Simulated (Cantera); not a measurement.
Charge: 1 mol SiCl₄, 0.017 mol CH₄, 20 mol H₂, at 2473 K and 1.00 bar.

Equilibrium computed with Cantera from the NASA thermochemical tables; the gas is ideal and each condensed phase is pure. The tables' values for SiCl, SiCl₃ are old estimates; treat these amounts as uncertain. Gases not in the tables: Si₂H₆ and higher silanes. Rates play no part.

| species | before | after |
|---|---|---|
| H₂ | 0.822 | 0.814 |
| HCl | 0.120 | 0.120 |
| SiCl₂ | 0.0265 | 0.0256 |
| H | 0.0202 | 0.0253 |
| Si | 0.00387 | 0.00571 |
| Si₂ | 9.92e-5 | 0.000158 |
| Si₃ | 1.73e-5 | 2.71e-5 |
| CH₄ | 1.58e-5 | 1.14e-5 |
| SiH | 0.000966 | 0.00131 |
| SiCl | 0.00240 | 0.00303 |
| C₂H₂ (acetylene) | 0.000175 | 0.000139 |
| Si(l), mol | 0.200 | 0.144 |
Gas species are given as mole fractions.

Question: What was changed between the two runs?
A. temperature from 2473 K to 2525 K
B. temperature from 2473 K to 973.15 K
C. CH₄ from 0.017 to 0.42 mol
D. H₂ from 20 to 1200 mol

Answer: A, temperature from 2473 K to 2525 K
